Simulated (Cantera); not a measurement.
A perfectly stirred reactor is fed with 16.6 % CO, 6.13 % H2, 0.977 % CH4, 16.0 % O2, 60.3 % N2, at 3750 Torr; it is adiabatic with a 700 K inlet, and is followed from long to short residence time, starting on the burning branch (τ in s: 0.18, 0.095, 0.05, 0.026, 0.014, 0.0073, 0.0038, 0.002, 0.0011, 0.00056, 0.0003, 0.00016, 8.2e-05).

Detailed kinetics in Cantera: GRI-Mech 3.0 (53 species, 325 reactions).

### Question
Predict: blow-out, bracketed by the residence times tried; x(CO) at τ = 0.180 s; x(H2) at τ = 0.180 s; x(CH4) at τ = 0.180 s; x(HCO) at τ = 0.180 s; x(CO) at τ = 3.80 ms; x(H2) at τ = 3.80 ms; x(CH4) at τ = 3.80 ms; x(HCO) at τ = 3.80 ms.

### Answer
```
Item                                                                              Result
------------------------------------------------  --------------------------------------
blow-out, bracketed by the residence times tried  burning at 82.0 µs, the shortest tried
x(CO) at τ = 0.180 s                                                              0.0153
x(H2) at τ = 0.180 s                                                             0.00119
x(CH4) at τ = 0.180 s                                                            2.37e-8
x(HCO) at τ = 0.180 s                                                            4.40e-9
x(CO) at τ = 3.80 ms                                                              0.0181
x(H2) at τ = 3.80 ms                                                             0.00140
x(CH4) at τ = 3.80 ms                                                            9.71e-7
x(HCO) at τ = 3.80 ms                                                            2.12e-8
```
